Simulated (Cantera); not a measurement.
Charge: 1 mol Fe3O4, a varied amount of H2, 2 mol N2, at 975 K and 0.260 bar.

Method: chemical equilibrium by Gibbs-energy minimisation in Cantera with the NASA 1993 tables (ideal gas, pure condensed phases). Candidate condensed phases: Fe, FeO, Fe(OH)2, Fe(OH)3, Fe2O3, Fe3O4, H2O; 27 gas species. Rates play no part.

At 61 mol H2, list the 4 most abundant gas species with their mole fractions, and the condensed phases.

H2 0.905, H2O 0.0635, N2 0.0317, NH3 2.75e-5. Condensed: Fe(α).
